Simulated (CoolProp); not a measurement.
Properties of water at several states.

The numbers come from the reference Helmholtz-energy equation of state, Wagner 2002 in CoolProp.

```csv
T (K),p (MPa),phase,density (kg/m³),Joule-Thomson coefficient (K/MPa),isothermal compressibility (1/MPa),Prandtl number,fugacity coefficient
926.6,44.5,supercritical,124.3,2.280,0.02642,0.970,0.8489
848.7,0.215,gas,0.5495,3.815,4.656,0.909,0.9989
379.5,0.045,gas,0.2585,59.93,22.36,0.987,0.9939
798.1,38,supercritical,146.3,3.218,0.03777,1.23,0.7581
658.3,0.354,gas,1.171,7.970,2.839,0.931,0.9950
663.9,4.84,gas,17.00,7.674,0.2235,0.995,0.9340
```

Viscosity comes from a separate model (Huber 2009). Thermal conductivity comes from a separate model (Huber 2012).
